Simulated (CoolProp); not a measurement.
A closed Brayton cycle with carbon dioxide: compressor inlet 314.15 K and 8.3 MPa, high pressure 15.8 MPa, turbine inlet 700 K, compressor efficiency 0.85, turbine efficiency 0.93, recuperator effectiveness 0 (on enthalpy, no pinch check). Each further row changes one setting.

Computed with CoolProp (reference Helmholtz-energy equation of state, Span 1996).

```tsv
case	thermal efficiency (%)	net work (kJ/kg)	compressor to turbine work	compressor exit (K)	turbine exit (K)
as stated	10.8	50.7	0.32	358.5	627.3
turbine inlet 650 K	?	44.4	0.35	358.5	?
compressor inlet 324.15 K	?	44.3	?	376.8	627.3
high pressure 13.4 MPa	8.2	39.3	0.30	?	645.7
recuperator effectiveness 0.5	?	50.7	0.32	358.5	627.3
```

**Question.** What belongs in the gaps?

**Answer.** 
- turbine inlet 650 K, thermal efficiency (%): 10.9
- turbine inlet 650 K, turbine exit (K): 580.2
- compressor inlet 324.15 K, thermal efficiency (%): 10.4
- compressor inlet 324.15 K, compressor to turbine work: 0.41
- high pressure 13.4 MPa, compressor exit (K): 347.0
- recuperator effectiveness 0.5, thermal efficiency (%): 16.3
